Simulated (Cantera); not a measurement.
Input (Python, Cantera):

```python
import numpy as np
import cantera as ct

gas = ct.Solution("gri30.yaml")
gas.TPX = 1525, 101325, {'CH4': 1, 'C2H6': 0.16, 'C3H8': 1.1, 'O2': 16.4, 'N2': 61.8, 'CO2': 6.5}
reactor = ct.IdealGasReactor(gas, energy="on", clone=False)
net = ct.ReactorNet([reactor])
net.rtol, net.atol = 1e-08, 1e-16
show = ['CH4', 'C2H6', 'C3H8', 'H2O2', 'H', 'CO2']
times = np.geomspace(5e-06, 0.6, 12)

steps = ct.SolutionArray(gas, extra=["t"])
rows = []
print(f"{'t/s':>10s}{'T/K':>9s}{'P/Pa':>11s}" + "".join(f"{s:>11s}" for s in show))
for t in times:
    while net.time < t:
        t_next = net.step()
        steps.append(gas.state, t=t_next)
    rows.append([np.interp(t, steps.t, y) for y in (steps.T, steps.P, *steps(*show).X.T)])
    print(f"{t:10.3e}{rows[-1][0]:9.1f}{rows[-1][1]:11.4g}" + "".join(f"{x:11.3e}" for x in rows[-1][2:]))
rate = np.gradient(steps.T, steps.t)
print("integrator steps:", len(steps.t))
if steps.T.max() > steps.T[0] + 200:
    print(f"time of steepest temperature rise: {steps.t[rate.argmax()]:.4e} s")
gas.TPX = 1525, 101325, {'CH4': 1, 'C2H6': 0.16, 'C3H8': 1.1, 'O2': 16.4, 'N2': 61.8, 'CO2': 6.5}
gas.equilibrate("UV")
print(f"equilibrium (UV): T = {gas.T:.1f} K  " + "  ".join(f"{s} {gas[s].X[0]:.3e}" for s in show))
```

It prints:

```
       t/s      T/K       P/Pa        CH4       C2H6       C3H8       H2O2          H        CO2
 5.000e-06   1522.0  1.012e+05  1.147e-02  1.815e-03  1.229e-02  6.603e-07  1.109e-05  7.471e-02
 1.448e-05   1518.8  1.011e+05  1.133e-02  1.785e-03  1.120e-02  3.403e-06  2.360e-05  7.461e-02
 4.192e-05   1544.9  1.037e+05  1.042e-02  1.805e-03  5.938e-03  1.267e-05  1.072e-04  7.411e-02
 1.214e-04   2273.7  1.571e+05  4.281e-18  4.844e-33  2.742e-48  1.659e-07  3.599e-03  9.707e-02
 3.515e-04   2482.6  1.693e+05  1.592e-18  1.334e-34  2.099e-50  1.777e-07  9.119e-04  1.113e-01
 1.018e-03   2511.2  1.709e+05  1.469e-18  7.531e-35  1.075e-50  2.072e-07  6.817e-04  1.137e-01
 2.947e-03   2507.4  1.707e+05  1.423e-18  7.106e-35  9.868e-51  2.045e-07  6.669e-04  1.139e-01
 8.534e-03   2499.5  1.701e+05  1.331e-18  6.295e-35  8.259e-51  1.988e-07  6.380e-04  1.142e-01
 2.471e-02   2491.6  1.695e+05  1.243e-18  5.555e-35  6.877e-51  1.931e-07  6.102e-04  1.145e-01
 7.156e-02   2490.1  1.694e+05  1.227e-18  5.423e-35  6.638e-51  1.921e-07  6.050e-04  1.145e-01
 2.072e-01   2490.1  1.694e+05  1.226e-18  5.422e-35  6.637e-51  1.921e-07  6.049e-04  1.145e-01
 6.000e-01   2490.1  1.694e+05  1.226e-18  5.422e-35  6.637e-51  1.921e-07  6.049e-04  1.145e-01
integrator steps: 1668
time of steepest temperature rise: 6.5731e-05 s
equilibrium (UV): T = 2490.1 K  CH4 1.819e-18  C2H6 1.031e-34  C3H8 1.309e-50  H2O2 1.921e-07  H 6.049e-04  CO2 1.145e-01
```

Cantera simulation using GRI-Mech 3.0 (53 species, 325 reactions); the numbers are that mechanism's predictions, not measurements. GRI-Mech 3.0 was tuned for natural gas; its chemistry of propane as a main component is partial and can be far from experiment.
